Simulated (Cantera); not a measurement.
## AlN + HCl + N2 (nitride etching)

A closed system holds: 1 mol AlN, 3.2 mol HCl, 80 mol N2.

Method: chemical equilibrium by Gibbs-energy minimisation in Cantera with the NASA 1993 tables (ideal gas, pure condensed phases). Candidate condensed phases: Al, AlCl3, AlN, NH4Cl; 20 gas species. The tables' values for AlCl2 are old estimates. The numbers say what is thermodynamically allowed, not how fast it happens.

Question: Map the stable condensed phases over T = 1075, 1125, 1175, 1225, 1275, 1325, 1375, 1425, 1475, 1525, 1575, 1625, 1675, 1725 °C and P in Pa = 1, 3.6, 13, 46, 170, 600, 2200, 7700, 28000, 100000.

Answer: 
```
T in °C \ P in Pa
              1    3.6     13     46    170    600   2200   7700  28000 100000
   1725       A      A      A      A      A      A      A      A      A      A
   1675       A      A      A      A      A      A      A      A      A      A
   1625       A      A      A      A      A      A      A      A      A      A
   1575       A      A      A      A      A      A      A      A      A      A
   1525       A      A      A      A      A      A      A      A      A      A
   1475       A      A      A      A      A      A      A      A      A      A
   1425       A      A      A      A      A      A      A      A      A      B
   1375       A      A      A      A      A      A      A      A      B      B
   1325       A      A      A      A      A      A      A      A      B      B
   1275       A      A      A      A      A      A      A      B      B      B
   1225       A      A      A      A      A      A      B      B      B      B
   1175       A      A      A      A      A      A      B      B      B      B
   1125       A      A      A      A      A      B      B      B      B      B
   1075       A      A      A      A      B      B      B      B      B      B
```
A: gas only; B: AlN.
